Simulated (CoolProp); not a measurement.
Aqueous ethanol as a coolant, at -5 °C, 1 atm.

Values from CoolProp's Melinder's fits for secondary coolants.

| mass % | freezing point (°C) | viscosity (mPa s) | density (kg/m³) | conductivity (W/(m K)) | cp (kJ/(kg K)) |
|---|---|---|---|---|---|
| 14.9 | -7.3 | 5.61 | 980.8 | 0.470 | 4.431 |
| 20 | -11.1 | 6.98 | (withheld) | 0.443 | (withheld) |
| 25.2 | -15.6 | 8.17 | 972.4 | 0.417 | 4.272 |
| 30.4 | -20.5 | (withheld) | 966.8 | (withheld) | 4.134 |
| 35.6 | -25.5 | 9.35 | 959.8 | 0.369 | 3.980 |
| 40.7 | -30.2 | 9.29 | 951.6 | 0.347 | 3.830 |
| 45.9 | -34.5 | (withheld) | 941.8 | 0.326 | 3.685 |

Task: Some entries are withheld; supply them.

Result: 
- 20, density (kg/m³): 976.8
- 20, cp (kJ/(kg K)): 4.377
- 30.4, viscosity (mPa s): 8.99
- 30.4, conductivity (W/(m K)): 0.392
- 45.9, viscosity (mPa s): 8.89
